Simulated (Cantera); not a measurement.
Input (Python, Cantera) and output of one run.

```python
import numpy as np
import cantera as ct

gas_names = """
    F F2 N NF NF2 NF3 N2 Si SiF SiF2 SiF3 SiF4 SiN Si2 Si2N Si3
""".split()
cond_names = """
    Si(cr) Si(L) Si3N4(a)
""".split()


# ... load() reads the species with a 1 bar reference pressure and builds the phases ...
atoms = {
    'Si': {'Si': 1},
    'NF3': {'N': 1, 'F': 3},
    'N2': {'N': 2},
}
top_T = {'Si3N4(a)': 2400}  # K; cautious upper limits of use, not melting points


# ... equilibrate(T, P, feed) seeds the gas with the atoms and calls Mixture.equilibrate('TP', solver="vcs", rtol=1e-11, max_steps=5000) ...
results = []
feed = {'Si': 1, 'NF3': 0.85, 'N2': 21}  # mol
T = 750  # K
P = 13332.2  # Pa
mix = equilibrate(T, P, feed)
results.append((T, P, feed, dict(zip(mix.species_names, mix.species_moles))))
print(gas.report(threshold=1e-06))
for i in range(1, mix.n_phases):
    print(f"{mix.phase(i).name:16s} {mix.phase_moles(i):12.5e} mol")
```

Output:

```
       temperature   750 K
          pressure   13332 Pa
           density   0.064645 kg/m^3
  mean mol. weight   30.236 kg/kmol
   phase of matter   gas

                          1 kg             1 kmol
                     ---------------   ---------------
          enthalpy       -1.0886e+06       -3.2915e+07  J
   internal energy       -1.2948e+06       -3.9151e+07  J
           entropy            7972.9        2.4107e+05  J/K
    Gibbs function       -7.0683e+06       -2.1372e+08  J
 heat capacity c_p            1092.7             33038  J/K
 heat capacity c_v            817.68             24723  J/K

                      mass frac. Y      mole frac. X     chem. pot. / RT
                     ---------------   ---------------   ---------------
                N2           0.89944           0.97078           -26.222
              SiF4           0.10056          0.029215           -301.76
     [  +14 minor]        2.6021e-09        9.2475e-10

Si(cr)            0.00000e+00 mol
Si3N4(a)          1.20833e-01 mol
```

Cantera equilibrium calculation (NASA polynomials, part measured and part estimated; ideal gas, pure solids and liquids).
